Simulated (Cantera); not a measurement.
A Cantera script and what it prints.

```python
import numpy as np
import cantera as ct

gas_names = """
    CL CLO CL2 Fe FeCL FeCL2 FeCL3 FeO Fe2CL4 Fe2CL6 O O2 O3
""".split()
cond_names = """
    Fe(a) Fe(c) Fe(d) Fe(L) FeCL2(s) FeCL2(L) FeCL3(s) FeCL3(L) FeO(s) FeO(L) Fe2O3(s) Fe3O4(s)
""".split()


# ... load() reads the species with a 1 bar reference pressure and builds the phases ...
atoms = {
    'Fe2O3': {'Fe': 2, 'O': 3},
    'Cl2': {'CL': 2},
    'O2': {'O': 2},
}
top_T = {'Fe2O3(s)': 1830, 'Fe3O4(s)': 1870}  # K; cautious upper limits of use, not melting points


# ... equilibrate(T, P, feed) seeds the gas with the atoms and calls Mixture.equilibrate('TP', solver="vcs", rtol=1e-11, max_steps=5000) ...
results = []
feed = {'Fe2O3': 1, 'Cl2': 45, 'O2': 0.54}  # mol
T = 1573  # K
P = 100000  # Pa
mix = equilibrate(T, P, feed)
results.append((T, P, feed, dict(zip(mix.species_names, mix.species_moles))))
x = sorted(zip(gas.X, gas.species_names), reverse=True)
print(f"T = {T:g} K  P = {P:g} Pa  gas = {mix.phase_moles(0):.4g} mol")
print("   x: " + "  ".join(f"{s} {v:.3e}" for v, s in x if v > 1e-06))
print("   condensed (mol): " + ("  ".join(f"{mix.phase(i).name} {mix.phase_moles(i):.4g}"
      for i in range(1, mix.n_phases) if mix.phase_moles(i) > 1e-12) or "none"))
```

Output:

```
T = 1573 K  P = 100000 Pa  gas = 48.43 mol
   x: CL2 8.313e-01  CL 8.513e-02  O2 4.193e-02  FeCL3 2.772e-02  FeCL2 1.356e-02  CLO 3.921e-04  Fe2CL6 4.648e-06  Fe2CL4 4.319e-06  O 2.139e-06
   condensed (mol): none
```

These are equilibrium values from Cantera (NASA tables, ideal gas, pure condensed phases), not measurements of a reactor.
